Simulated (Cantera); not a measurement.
A Cantera script and what it prints.

```python
import numpy as np
import cantera as ct

gas_names = """
    H H2 H2S Ni NiS S SH S2 S8
""".split()
cond_names = """
    Ni(cr) Ni(L) NiS(b) NiS(a) NiS(L) NiS2(s) NiS2(L) Ni3S2(I) Ni3S2(II) Ni3S2(L) Ni3S4(s) S(cr1) S(cr2)
    S(L)
""".split()


# ... load() reads the species with a 1 bar reference pressure and builds the phases ...
atoms = {
    'NiS': {'Ni': 1, 'S': 1},
    'H2': {'H': 2},
}
top_T = {'Ni3S4(s)': 620}  # K; cautious upper limits of use, not melting points


# ... equilibrate(T, P, feed) seeds the gas with the atoms and calls Mixture.equilibrate('TP', solver="vcs", rtol=1e-11, max_steps=5000) ...
results = []
feed = {'NiS': 1, 'H2': 1.6}  # mol
T = 1375  # K
for P in [10, 36, 130, 460, 1700, 6000, 22000, 77000, 280000, 1000000]:
    mix = equilibrate(T, P, feed)
    results.append((T, P, feed, dict(zip(mix.species_names, mix.species_moles))))

top = {s: max(r[3][s] / sum(r[3][g] for g in gas_names) for r in results) for s in gas_names}
cols = sorted((s for s in top if top[s] > 1e-06), key=lambda s: -top[s])[:5]
seen = [c for c in cond_names if any(r[3].get(c, 0) > 1e-12 for r in results)]
print("log10 of partial pressures in bar; condensed amounts in mol")
print(f"{'P/Pa':>10s}" + "".join(f"{s[:9]:>10s}" for s in cols + seen))
for T, P, feed, n in results:
    ng = sum(n[g] for g in gas_names)
    print(f"{P:10.4g}" + "".join(f"{np.log10(max(n[s] / ng * P / 1e5, 1e-99)):10.3f}" for s in cols)
          + "".join(f"{n.get(c, 0):10.4g}" for c in seen))
```

It prints:

```
log10 of partial pressures in bar; condensed amounts in mol
      P/Pa        H2       H2S        S2        SH         H  Ni3S2(L)
        10    -4.049    -5.738    -5.073    -6.586    -7.489    0.3333
        36    -3.496    -4.925    -4.551    -6.049    -7.213    0.3333
       130    -2.945    -4.127    -4.059    -5.528    -6.938    0.3333
       460    -2.406    -3.371    -3.626    -5.041    -6.668    0.3333
      1700    -1.850    -2.636    -3.265    -4.583    -6.390    0.3333
      6000    -1.313    -1.983    -3.035    -4.199    -6.122    0.3333
   2.2e+04    -0.755    -1.366    -2.917    -3.862    -5.843    0.3333
   7.7e+04    -0.214    -0.804    -2.874    -3.569    -5.572    0.3333
   2.8e+05     0.346    -0.237    -2.860    -3.283    -5.292    0.3333
     1e+06     0.899     0.318    -2.856    -3.004    -5.016    0.3333
```

These are equilibrium values from Cantera (NASA tables, ideal gas, pure condensed phases), not measurements of a reactor.
